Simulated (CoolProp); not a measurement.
R236FA at 293.15 K and 0.125 MPa is throttled through a valve to 0.0734 MPa with no heat exchange. Each further row changes one setting.

Values from CoolProp's reference Helmholtz-energy equation of state, Pan 2012.

```tsv
case	temperature change (K)	final density (kg/m³)
as stated	-1.3	4.72
outlet pressure 0.022 MPa	-2.6	1.40
outlet pressure 0.0954 MPa	-0.8	6.17
```
